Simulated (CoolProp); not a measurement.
Model: reference Helmholtz-energy equation of state, Smukala 2000, in CoolProp.

Give the vapour pressure (MPa), enthalpy of vaporisation (kJ/kg), liquid cp (kJ/(kg K)), vapour Z of saturated ethylene at -62.45, -41.95, -33.15 °C.


```csv
T (°C),p (MPa),enthalpy of vaporisation (kJ/kg),liquid cp (kJ/(kg K)),vapour Z
-62.45,0.690,411,2.61,0.873
-41.95,1.37,363,2.86,0.795
-33.15,1.77,338,3.04,0.754
```
